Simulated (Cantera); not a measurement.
**Equilibrium for sublimation and decomposition of ceramics: MgO + C + H2**

Charge: 1 mol MgO, 0.0073 mol C, 1.3 mol H2, equilibrated at 2948 K and 1 atm.

Method: chemical equilibrium by Gibbs-energy minimisation in Cantera with the NASA 1993 tables (ideal gas, pure condensed phases). Candidate condensed phases: C, C6H6, C7H8, C8H18, H2O, Mg, MgCO3, MgO, Mg(OH)2; 116 gas species. The tables' values for MgH are old estimates; treat these amounts as uncertain. The numbers say what is thermodynamically allowed, not how fast it happens.

The x(H2) is 0.408. The x(Mg) is 0.239 and the x(H2O) is 0.219. The x(H) comes out as 0.0852 and the x(MgOH) is 0.0169. The x(OH) comes out as 0.0146, the x(MgO) is 0.00572 and the x(CO) is 0.00361. The x(MgH) is 0.00355 and the n(MgO(s)) is 0.498 mol. The gas amount is 1.886 mol and the log10 activity of Mg(l) (absent) is -3.08. The log10 activity of C(graphite) (absent) is -7.18.
